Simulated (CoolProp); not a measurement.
The numbers come from the reference Helmholtz-energy equation of state, Lemmon 2006 in CoolProp. It is a short technical equation, of lower accuracy than the large ones.

Give the vapour pressure (MPa), vapour density (kg/m³), liquid cp (kJ/(kg K)) of saturated nitrous oxide at -31.25, -1.15 °C.


| T (°C) | p (MPa) | vapour density (kg/m³) | liquid cp (kJ/(kg K)) |
|---|---|---|---|
| -31.25 | 1.26 | 32.7 | 1.90 |
| -1.15 | 3.03 | 82.3 | 2.25 |
